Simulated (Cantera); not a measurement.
A perfectly stirred reactor is fed with CH4 : CO : O2 : N2 = 1 : 1.3 : 3.01 : 11.3 (molar parts), equivalence ratio 0.88, at 0.395 atm; it is adiabatic with a 350 K inlet, and is followed from long to short residence time, starting on the burning branch (τ in s: 0.47, 0.15, 0.05, 0.016, 0.0052, 0.0017, 0.00054, 0.00018, 5.7e-05, 1.8e-05).

Computed with Cantera and GRI-Mech 3.0 (53 species, 325 reactions).

One state of this run: T (K) = 1932; x CH4 = 3.30e-5; x CO = 0.0294; x O2 = 0.0368; x CH2O = 4.62e-6; x NO = 8.08e-5. x: mole fraction; the columns are a selection and need not sum to one.

Task: Which value of τ (s) does it belong to?
A) 0.050
B) 0.0052
C) 0.47
D) 0.15

Result: B, 0.0052
